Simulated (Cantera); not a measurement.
An isothermal, constant-pressure homogeneous reactor starts with CH4 : H2O : H2 = 1 : 0.62 : 0.7 (molar parts), at 1598 K and 101000 Pa.

Computed with Cantera and GRI-Mech 3.0 (53 species, 325 reactions). GRI-Mech 3.0 stops at C3 and has no aromatics, soot or wall deposition, so with more carbon than oxygen in the feed, carbon stays in small species such as C2H2 where larger ones or solid carbon would form.

x: mole fraction; the columns are a selection and need not sum to one.

```tsv
t (s)	x CH4	x H2O	x H2	x HO2	x CH2CO	x OH
4.00e-6	0.431	0.267	0.302	<1e-12	<1e-12	2.18e-8
1.24e-5	0.431	0.267	0.302	<1e-12	<1e-12	6.27e-8
3.86e-5	0.431	0.267	0.302	<1e-12	<1e-12	1.77e-7
0.000120	0.430	0.267	0.302	<1e-12	1.05e-12	3.60e-7
0.000372	0.429	0.267	0.303	<1e-12	2.29e-10	4.91e-7
0.00116	0.425	0.267	0.306	<1e-12	[?]	5.84e-7
0.00359	0.411	0.264	0.317	<1e-12	[?]	5.89e-7
0.0111	0.370	0.257	0.350	<1e-12	[?]	5.70e-7
0.0346	0.285	0.240	0.423	<1e-12	[?]	5.35e-7
0.107	0.168	0.215	0.523	<1e-12	1.91e-5	4.99e-7
0.334	0.0827	0.187	0.603	<1e-12	[?]	4.70e-7
1.04	0.0595	0.148	0.647	<1e-12	[?]	3.79e-7
3.22	0.0529	0.0911	0.693	<1e-12	[?]	2.26e-7
10.0	0.0445	0.0370	0.737	<1e-12	[?]	8.90e-8
```

Problem. What belongs in the gaps?

Solution. 
- 0.00116, x CH2CO: 2.36e-8
- 0.00359, x CH2CO: 6.59e-7
- 0.0111, x CH2CO: 4.54e-6
- 0.0346, x CH2CO: 1.22e-5
- 0.334, x CH2CO: 2.07e-5
- 1.04, x CH2CO: 1.48e-5
- 3.22, x CH2CO: 6.74e-6
- 10.0, x CH2CO: 1.99e-6
